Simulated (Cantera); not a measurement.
What does this Cantera script print?

```python
import numpy as np
import cantera as ct

gas = ct.Solution("gri30.yaml")
gas.TPX = 1350, 13332, {'N2O': 1, 'H2': 0.027, 'N2': 6.4}
reactor = ct.IdealGasConstPressureReactor(gas, energy="off", clone=False)
net = ct.ReactorNet([reactor])
net.rtol, net.atol = 1e-08, 1e-18
show = ['N2O', 'H2', 'O', 'H2O', 'OH', 'NO', 'O2']
times = np.geomspace(0.0002, 5, 14)

steps = ct.SolutionArray(gas, extra=["t"])
rows = []
print(f"{'t/s':>10s}{'T/K':>9s}{'P/Pa':>11s}" + "".join(f"{s:>11s}" for s in show))
for t in times:
    while net.time < t:
        t_next = net.step()
        steps.append(gas.state, t=t_next)
    rows.append([np.interp(t, steps.t, y) for y in (steps.T, steps.P, *steps(*show).X.T)])
    print(f"{t:10.3e}{rows[-1][0]:9.1f}{rows[-1][1]:11.4g}" + "".join(f"{x:11.3e}" for x in rows[-1][2:]))
rate = np.gradient(steps.T, steps.t)
print("integrator steps:", len(steps.t))
if steps.T.max() > steps.T[0] + 200:
    print(f"time of steepest temperature rise: {steps.t[rate.argmax()]:.4e} s")
gas.TPX = 1350, 13332, {'N2O': 1, 'H2': 0.027, 'N2': 6.4}
gas.equilibrate("TP")
print(f"equilibrium (TP): T = {gas.T:.1f} K  " + "  ".join(f"{s} {gas[s].X[0]:.3e}" for s in show))
```

Output:

```
       t/s      T/K       P/Pa        N2O         H2          O        H2O         OH         NO         O2
 2.000e-04   1350.0  1.333e+04  1.346e-01  3.626e-03  6.180e-06  5.562e-06  5.370e-06  1.638e-06  3.223e-06
 4.358e-04   1350.0  1.333e+04  1.346e-01  3.585e-03  7.124e-06  3.952e-05  1.552e-05  5.905e-06  9.872e-06
 9.498e-04   1350.0  1.333e+04  1.343e-01  3.397e-03  7.353e-06  2.133e-04  3.348e-05  2.000e-05  2.635e-05
 2.070e-03   1350.0  1.333e+04  1.335e-01  2.773e-03  8.559e-06  8.226e-04  5.385e-05  6.212e-05  6.994e-05
 4.511e-03   1350.0  1.333e+04  1.319e-01  1.534e-03  1.061e-05  2.060e-03  6.330e-05  1.461e-04  1.923e-04
 9.830e-03   1350.0  1.333e+04  1.301e-01  4.608e-04  1.222e-05  3.145e-03  4.763e-05  2.727e-04  4.982e-04
 2.142e-02   1350.0  1.333e+04  1.280e-01  7.715e-05  1.294e-05  3.537e-03  2.996e-05  5.061e-04  1.161e-03
 4.668e-02   1350.0  1.333e+04  1.244e-01  4.338e-06  1.302e-05  3.607e-03  2.510e-05  1.007e-03  2.556e-03
 1.017e-01   1350.0  1.333e+04  1.171e-01  2.152e-07  1.287e-05  3.598e-03  2.593e-05  2.054e-03  5.450e-03
 2.217e-01   1350.0  1.333e+04  1.028e-01  1.988e-07  1.267e-05  3.573e-03  2.675e-05  4.102e-03  1.115e-02
 4.831e-01   1350.0  1.333e+04  7.766e-02  2.087e-07  1.232e-05  3.531e-03  2.689e-05  7.641e-03  2.117e-02
 1.053e+00   1350.0  1.333e+04  4.296e-02  2.337e-07  1.149e-05  3.472e-03  2.610e-05  1.239e-02  3.509e-02
 2.294e+00   1350.0  1.333e+04  1.297e-02  2.284e-07  9.055e-06  3.422e-03  2.313e-05  1.619e-02  4.727e-02
 5.000e+00   1350.0  1.333e+04  1.619e-03  8.905e-08  3.187e-06  3.408e-03  1.373e-05  1.729e-02  5.205e-02
integrator steps: 1509
equilibrium (TP): T = 1350.0 K  N2O 8.257e-09  H2 7.749e-09  O 2.880e-07  H2O 3.410e-03  OH 4.132e-06  NO 3.204e-04  O2 6.132e-02
```

Computed with Cantera and GRI-Mech 3.0 (53 species, 325 reactions). GRI-Mech 3.0 was tuned for natural gas; its chemistry of N2O as a main component is partial and can be far from experiment. The mechanism lacks the step 2 NO + O2 → 2 NO2, which can matter for NO2 below about 1400 K. The temperature is held fixed by assumption; the heat of reaction is taken as removed at once.
